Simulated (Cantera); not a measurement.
Cantera run, input and output.

```python
import numpy as np
import cantera as ct

gas = ct.Solution("gri30.yaml")
gas.TPX = 1300, 1000000, {'CH3OH': 1, 'O2': 1.15, 'N2': 4.34, 'H2O': 0.16}
reactor = ct.IdealGasConstPressureReactor(gas, energy="on", clone=False)
net = ct.ReactorNet([reactor])
net.rtol, net.atol = 1e-08, 1e-16
show = ['CH3OH', 'O2', 'H2O', 'H2O2', 'O']
times = np.geomspace(2e-06, 7, 13)

steps = ct.SolutionArray(gas, extra=["t"])
rows = []
print(f"{'t/s':>10s}{'T/K':>9s}{'P/Pa':>11s}" + "".join(f"{s:>11s}" for s in show))
for t in times:
    while net.time < t:
        t_next = net.step()
        steps.append(gas.state, t=t_next)
    rows.append([np.interp(t, steps.t, y) for y in (steps.T, steps.P, *steps(*show).X.T)])
    print(f"{t:10.3e}{rows[-1][0]:9.1f}{rows[-1][1]:11.4g}" + "".join(f"{x:11.3e}" for x in rows[-1][2:]))
rate = np.gradient(steps.T, steps.t)
print("integrator steps:", len(steps.t))
if steps.T.max() > steps.T[0] + 200:
    print(f"time of steepest temperature rise: {steps.t[rate.argmax()]:.4e} s")
gas.TPX = 1300, 1000000, {'CH3OH': 1, 'O2': 1.15, 'N2': 4.34, 'H2O': 0.16}
gas.equilibrate("HP")
print(f"equilibrium (HP): T = {gas.T:.1f} K  " + "  ".join(f"{s} {gas[s].X[0]:.3e}" for s in show))
```

Output:

```
       t/s      T/K       P/Pa      CH3OH         O2        H2O       H2O2          O
 2.000e-06   1300.0      1e+06  1.504e-01  1.729e-01  2.406e-02  6.448e-10  2.476e-10
 7.021e-06   1300.0      1e+06  1.504e-01  1.729e-01  2.406e-02  1.899e-08  2.601e-10
 2.464e-05   1300.0      1e+06  1.503e-01  1.729e-01  2.407e-02  4.987e-07  2.934e-10
 8.651e-05   1300.1      1e+06  1.501e-01  1.728e-01  2.416e-02  8.189e-06  6.204e-10
 3.037e-04   2739.2      1e+06  8.047e-14  2.026e-03  2.444e-01  4.144e-07  6.884e-04
 1.066e-03   2741.5      1e+06  8.357e-14  1.501e-03  2.450e-01  3.399e-07  5.288e-04
 3.742e-03   2739.8      1e+06  8.454e-14  1.468e-03  2.449e-01  3.350e-07  5.195e-04
 1.313e-02   2739.8      1e+06  8.454e-14  1.468e-03  2.449e-01  3.350e-07  5.195e-04
 4.610e-02   2739.8      1e+06  8.454e-14  1.468e-03  2.449e-01  3.350e-07  5.195e-04
 1.618e-01   2739.8      1e+06  8.454e-14  1.468e-03  2.449e-01  3.350e-07  5.195e-04
 5.681e-01   2739.8      1e+06  8.454e-14  1.468e-03  2.449e-01  3.350e-07  5.195e-04
 1.994e+00   2739.8      1e+06  8.454e-14  1.468e-03  2.449e-01  3.350e-07  5.195e-04
 7.000e+00   2739.8      1e+06  8.454e-14  1.468e-03  2.449e-01  3.350e-07  5.195e-04
integrator steps: 1980
time of steepest temperature rise: 2.8539e-04 s
equilibrium (HP): T = 2739.8 K  CH3OH 8.760e-14  O2 1.468e-03  H2O 2.449e-01  H2O2 3.350e-07  O 5.195e-04
```

Computed with Cantera and GRI-Mech 3.0 (53 species, 325 reactions). GRI-Mech 3.0 was tuned for natural gas; its chemistry of methanol as a main component is partial and can be far from experiment.
